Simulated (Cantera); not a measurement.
A closed system holds: 1 mol SiCl₄, 0.9 mol C₂H₄, 810 mol H₂, at 1875 °C and 97.5 Torr.

Equilibrium computed with Cantera from the NASA thermochemical tables; the gas is ideal and each condensed phase is pure. Gases not in the tables: Si₂H₆ and higher silanes. Rates play no part.

| species | before | after |
|---|---|---|
| HCl | 0.00482 | 0.493 |
| H₂ | 0.983 | 0.362 |
| SiCl₂ | 7.44e-6 | 0.124 |
| H | 0.0115 | 0.00696 |
| SiCl₃ | 1.85e-9 | 0.00520 |
| SiCl₄ | <1e-9 | 0.000203 |
| SiHCl₃ | <1e-9 | 7.64e-5 |
| Cl | 4.12e-5 | 0.00693 |
| SiCl | 7.01e-6 | 0.000697 |
| SiH₂ | 3.53e-5 | 7.67e-6 |
| SiC(s), mol | 0.680 | 0.317 |
| C(graphite), mol | 0 | 1.48 |
Gas species are given as mole fractions.

**Question.** What was changed between the two runs?
A. pressure from 97.5 Torr to 1.00 Torr
B. H₂ from 810 to 1.4 mol
C. temperature from 1875 °C to 1200 °C
D. temperature from 1875 °C to 2325 °C

**Answer.** B, H₂ from 810 to 1.4 mol. The tables' values for SiCl₃, SiCl are old estimates; treat these amounts as uncertain
